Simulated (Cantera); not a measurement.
An isothermal, constant-pressure homogeneous reactor starts with H₂ : O₂ : N₂ = 1.5 : 1 : 0.82 (molar parts), equivalence ratio 0.75, at 825 K and 0.987 atm. Integrator tolerance rtol = 1e-08.

Model: the H2/O2 subset of GRI-Mech 3.0, which has no nitrogen chemistry, integrated in Cantera. Below about 950 K walls govern HO2 and H2O2 in real vessels. The temperature is held fixed by assumption; the heat of reaction is taken as removed at once.

**Question.** What does this change do: temperature 825 to 1100 K?

**Answer.** 
| quantity | before | after |
|---|---|---|
| x(H₂) at 70.0 s | 0.0561 (gas-phase equilibrium <1e-12) | 2.48e-9 (gas-phase equilibrium 2.48e-9) |
| x(O₂) at 70.0 s | 0.122 (gas-phase equilibrium 0.0973) | 0.0973 (gas-phase equilibrium 0.0973) |
| x(H₂O₂) at 70.0 s | 0.000461 (gas-phase equilibrium 3.42e-11) | 1.64e-9 (gas-phase equilibrium 1.64e-9) |
| x(HO₂) at 70.0 s | 1.14e-5 (gas-phase equilibrium 4.25e-11) | 5.41e-9 (gas-phase equilibrium 5.41e-9) |
| x(H) at 70.0 s | 2.43e-9 (gas-phase equilibrium <1e-12) | 1.30e-12 (gas-phase equilibrium 1.30e-12) |
| x(OH) at 70.0 s | 4.40e-9 (gas-phase equilibrium 3.65e-9) | 1.36e-6 (gas-phase equilibrium 1.36e-6) |
